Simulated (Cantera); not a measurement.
What does this Cantera script print?

```python
import numpy as np
import cantera as ct

gas = ct.Solution("gri30.yaml")
gas.TPX = 1275, 690, {'H2': 0.12, 'O2': 1}
reactor = ct.IdealGasConstPressureReactor(gas, energy="off", clone=False)
net = ct.ReactorNet([reactor])
net.rtol, net.atol = 1e-08, 1e-18
show = ['H2', 'O2', 'OH', 'H2O', 'H2O2', 'O', 'HO2']
times = np.geomspace(1e-06, 2, 10)

steps = ct.SolutionArray(gas, extra=["t"])
rows = []
print(f"{'t/s':>10s}{'T/K':>9s}{'P/Pa':>11s}" + "".join(f"{s:>11s}" for s in show))
for t in times:
    while net.time < t:
        t_next = net.step()
        steps.append(gas.state, t=t_next)
    rows.append([np.interp(t, steps.t, y) for y in (steps.T, steps.P, *steps(*show).X.T)])
    print(f"{t:10.3e}{rows[-1][0]:9.1f}{rows[-1][1]:11.4g}" + "".join(f"{x:11.3e}" for x in rows[-1][2:]))
rate = np.gradient(steps.T, steps.t)
print("integrator steps:", len(steps.t))
if steps.T.max() > steps.T[0] + 200:
    print(f"time of steepest temperature rise: {steps.t[rate.argmax()]:.4e} s")
gas.TPX = 1275, 690, {'H2': 0.12, 'O2': 1}
gas.equilibrate("TP")
print(f"equilibrium (TP): T = {gas.T:.1f} K  " + "  ".join(f"{s} {gas[s].X[0]:.3e}" for s in show))
```

Result:

```
       t/s      T/K       P/Pa         H2         O2         OH        H2O       H2O2          O        HO2
 1.000e-06   1275.0        690  1.071e-01  8.929e-01  1.323e-12  8.677e-15  7.308e-16  1.327e-12  1.727e-10
 5.013e-06   1275.0        690  1.071e-01  8.929e-01  3.164e-11  1.020e-12  1.813e-14  3.206e-11  8.658e-10
 2.513e-05   1275.0        690  1.071e-01  8.929e-01  6.708e-10  1.125e-10  4.548e-13  7.147e-10  4.340e-09
 1.260e-04   1275.0        690  1.071e-01  8.929e-01  1.058e-08  9.432e-09  1.139e-11  1.339e-08  2.176e-08
 6.316e-04   1275.0        690  1.071e-01  8.929e-01  7.537e-07  1.880e-06  2.817e-10  1.079e-06  1.102e-07
 3.166e-03   1275.0        690  4.852e-03  8.190e-01  9.200e-03  8.422e-02  1.023e-07  5.566e-02  2.597e-06
 1.587e-02   1275.0        690  2.938e-03  8.247e-01  7.622e-03  9.090e-02  8.213e-08  5.305e-02  2.531e-06
 7.958e-02   1275.0        690  1.680e-03  8.543e-01  5.859e-03  1.020e-01  8.762e-08  2.806e-02  2.375e-06
 3.989e-01   1275.0        690  2.204e-04  8.823e-01  2.152e-03  1.114e-01  5.438e-08  3.487e-03  1.104e-06
 2.000e+00   1275.0        690  1.177e-05  8.864e-01  4.997e-04  1.129e-01  1.313e-08  1.854e-04  1.428e-07
integrator steps: 1305
equilibrium (TP): T = 1275.0 K  H2 8.041e-08  O2 8.868e-01  OH 4.148e-05  H2O 1.132e-01  H2O2 3.995e-10  O 1.274e-06  HO2 2.656e-08
```

Computed with Cantera and GRI-Mech 3.0 (53 species, 325 reactions). Radical loss at walls, strong at low pressure, is not modelled. The temperature is held fixed by assumption; the heat of reaction is taken as removed at once.
